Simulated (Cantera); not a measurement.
An isothermal, constant-pressure homogeneous reactor starts with NO : N2 = 1 : 0.47 (molar parts), at 2025 K and 1330 Pa. Integrator tolerance rtol = 1e-08.

Detailed kinetics in Cantera: GRI-Mech 3.0 (53 species, 325 reactions). Radical loss at walls, strong at low pressure, is not modelled.

Task: What does this change do: temperature 2025 to 1750 K?

Result: 
```tsv
quantity	before	after
x(NO) at 10.0 s	0.201 (gas-phase equilibrium 0.00944)	0.657 (gas-phase equilibrium 0.00406)
x(O2) at 10.0 s	0.237 (gas-phase equilibrium 0.333)	0.0113 (gas-phase equilibrium 0.338)
x(O) at 10.0 s	0.00349 (gas-phase equilibrium 0.00406)	0.000111 (gas-phase equilibrium 0.000379)
x(N2O) at 10.0 s	8.30e-6 (gas-phase equilibrium 5.57e-8)	0.000142 (gas-phase equilibrium 2.48e-8)
x(N2) at 10.0 s	0.558 (gas-phase equilibrium 0.654)	0.331 (gas-phase equilibrium 0.658)
x(NO2) at 10.0 s	4.03e-5 (gas-phase equilibrium 2.27e-6)	4.71e-5 (gas-phase equilibrium 1.66e-6)
```

Task: What does this change do: NO 1 to 0.14 parts?

Result: 
```json
[
 {"quantity": "x(NO) at 10.0 s", "before": "0.201 (gas-phase equilibrium 0.00944)", "after": "0.132 (gas-phase equilibrium 0.00631)"},
 {"quantity": "x(O2) at 10.0 s", "before": "0.237 (gas-phase equilibrium 0.333)", "after": "0.0481 (gas-phase equilibrium 0.110)"},
 {"quantity": "x(O) at 10.0 s", "before": "0.00349 (gas-phase equilibrium 0.00406)", "after": "0.00161 (gas-phase equilibrium 0.00234)"},
 {"quantity": "x(N2O) at 10.0 s", "before": "8.30e-6 (gas-phase equilibrium 5.57e-8)", "after": "5.14e-6 (gas-phase equilibrium 4.32e-8)"},
 {"quantity": "x(N2) at 10.0 s", "before": "0.558 (gas-phase equilibrium 0.654)", "after": "0.819 (gas-phase equilibrium 0.881)"},
 {"quantity": "x(NO2) at 10.0 s", "before": "4.03e-5 (gas-phase equilibrium 2.27e-6)", "after": "1.18e-5 (gas-phase equilibrium 8.72e-7)"}
]
```
